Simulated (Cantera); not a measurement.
An isothermal, constant-pressure homogeneous reactor starts with NO : N2 = 1 : 13 (molar parts), at 1950 K and 20.3 Torr.

Cantera simulation using GRI-Mech 3.0 (53 species, 325 reactions); the numbers are that mechanism's predictions, not measurements. Radical loss at walls, strong at low pressure, is not modelled.

Problem. Predict: x(NO) at 6.00 s; x(O2) at 6.00 s; x(N2) at 6.00 s; x(O) at 6.00 s; x(N2O) at 6.00 s; x(NO2) at 6.00 s.

Solution. 
| Property | Value |
|---|---|
| x(NO) at 6.00 s | 0.0669 (gas-phase equilibrium 0.00297) |
| x(O2) at 6.00 s | 0.00218 (gas-phase equilibrium 0.0340) |
| x(N2) at 6.00 s | 0.931 (gas-phase equilibrium 0.963) |
| x(O) at 6.00 s | 0.000165 (gas-phase equilibrium 0.000509) |
| x(N2O) at 6.00 s | 1.87e-6 (gas-phase equilibrium 3.04e-8) |
| x(NO2) at 6.00 s | 2.38e-6 (gas-phase equilibrium 3.68e-7) |
